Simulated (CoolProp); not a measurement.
Properties of CH2F2 (R32) along the isotherm 161.85 °C.

Computed with CoolProp (reference Helmholtz-energy equation of state, Tillner-Roth 1997).

```tsv
p (MPa)	phase	cp (kJ/(kg K))	isothermal compressibility (1/MPa)	expansivity (1/kK)	Prandtl number	fugacity coefficient
0.0914	gas	[?]	10.97	2.324	0.756	0.9972
0.163	gas	1.050	6.166	2.343	0.755	0.9950
0.289	gas	1.055	3.491	2.378	0.754	0.9912
0.514	gas	1.065	1.977	2.441	0.752	0.9843
0.914	gas	1.084	1.126	[?]	0.750	0.9722
1.63	gas	[?]	0.6466	2.781	0.750	0.9509
2.89	gas	1.186	0.3812	3.222	[?]	0.9142
5.14	gas	1.336	0.2334	4.208	0.795	0.8515
9.14	supercritical	1.723	[?]	6.736	0.940	0.7494
16.3	supercritical	2.308	0.07310	9.263	1.29	0.6044
28.9	supercritical	1.946	0.01765	4.809	1.35	0.4747
```

Some entries are withheld; supply them.


- 0.0914, cp (kJ/(kg K)): 1.047
- 0.914, expansivity (1/kK): 2.558
- 1.63, cp (kJ/(kg K)): 1.118
- 2.89, Prandtl number: 0.757
- 9.14, isothermal compressibility (1/MPa): 0.1526

Viscosity comes from a separate model (Bell 2016), an estimate that may be off by 10 % or more. Thermal conductivity comes from a separate model (Huber 2003), an estimate that may be off by 10 % or more.
